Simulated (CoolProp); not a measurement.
Oxygen along the isotherm 101 K: Z from the reference equation and from simpler models built on Tc = 154.6 K, pc = 5.046 MPa, ω = 0.022; each cubic takes its own stable root.

The numbers come from the reference Helmholtz-energy equation of state, Schmidt 1985 in CoolProp.

```csv
p (MPa),phase,reference,van der Waals,Redlich-Kwong,Soave-Redlich-Kwong
2.29,liquid,0.07996,0.1159,0.07957,0.08034
4.59,liquid,0.1593,0.2293,0.1583,0.1598
6.88,liquid,0.2375,0.3398,0.2357,0.2377
9.18,liquid,0.3153,0.4488,0.3126,0.3151
11.5,liquid,0.3930,0.5571,0.3892,0.3922
13.8,liquid,0.4693,0.6632,0.4645,0.4678
16.1,liquid,0.5450,0.7680,0.5391,0.5427
18.4,liquid,0.6201,0.8718,0.6131,0.6170
20.6,liquid,0.6914,0.9702,0.6833,0.6875
22.9,liquid,0.7655,1.072,0.7562,0.7607
25.2,liquid,0.8390,1.174,0.8287,0.8334
```
